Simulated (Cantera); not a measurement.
A perfectly stirred reactor is fed with NO : N2 = 1 : 8.8 (molar parts), at 0.220 bar; it is held at 1750 K, and followed from long to short residence time.

Detailed kinetics in Cantera: GRI-Mech 3.0 (53 species, 325 reactions).

**Question.** What does this change do: temperature 1750 to 2023 K?

**Answer.** 
```tsv
quantity	before	after
x(NO) at τ = 11.0 s	0.0938	0.0298
x(O) at τ = 11.0 s	1.17e-5	0.000327
x(N2O) at τ = 11.0 s	3.45e-6	4.79e-7
x(N2) at τ = 11.0 s	0.902	0.934
x(O2) at τ = 11.0 s	0.00408	0.0359
x(NO) at τ = 0.270 s	0.102	0.0984
x(O) at τ = 0.270 s	5.56e-6	0.000103
x(N2O) at τ = 0.270 s	3.92e-6	4.48e-6
x(N2) at τ = 0.270 s	0.898	0.900
x(O2) at τ = 0.270 s	9.31e-5	0.00173
```

**Question.** What does this change do: 0.48 parts H2O added?

**Answer.** 
```
quantity                before     after
---------------------  -------  --------
x(NO) at τ = 11.0 s     0.0938    0.0888
x(O) at τ = 11.0 s     1.17e-5   1.07e-5
x(N2O) at τ = 11.0 s   3.45e-6   2.34e-6
x(N2) at τ = 11.0 s      0.902     0.860
x(O2) at τ = 11.0 s    0.00408   0.00420
x(NO) at τ = 0.270 s     0.102    0.0970
x(O) at τ = 0.270 s    5.56e-6   2.42e-6
x(N2O) at τ = 0.270 s  3.92e-6   2.87e-6
x(N2) at τ = 0.270 s     0.898     0.856
x(O2) at τ = 0.270 s   9.31e-5  0.000200
```

**Question.** What does this change do: temperature 1750 to 1648 K?

**Answer.** 
```
quantity                before    after
---------------------  -------  -------
x(NO) at τ = 11.0 s     0.0938   0.0993
x(O) at τ = 11.0 s     1.17e-5  2.62e-6
x(N2O) at τ = 11.0 s   3.45e-6  3.60e-6
x(N2) at τ = 11.0 s      0.902    0.899
x(O2) at τ = 11.0 s    0.00408  0.00135
x(NO) at τ = 0.270 s     0.102    0.102
x(O) at τ = 0.270 s    5.56e-6  1.53e-6
x(N2O) at τ = 0.270 s  3.92e-6  3.41e-6
x(N2) at τ = 0.270 s     0.898    0.898
x(O2) at τ = 0.270 s   9.31e-5  2.69e-5
```
